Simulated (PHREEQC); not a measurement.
A solution holds 0.059 mol/kgw NaHSO4, at 25 °C. Closed to the air; pH follows from the charge balance.

The numbers come from PHREEQC with the ion-association model, phreeqc.dat.

Question: The ionic strength comes out as 0.113 mol/kgw. What activity coefficients do H+, SO4-2, HSO4-, NaSO4-, Na+ get?

Answer: H+ 0.82, SO4-2 0.36, HSO4- 0.77, NaSO4- 0.78, Na+ 0.78.

No solid was allowed to form.
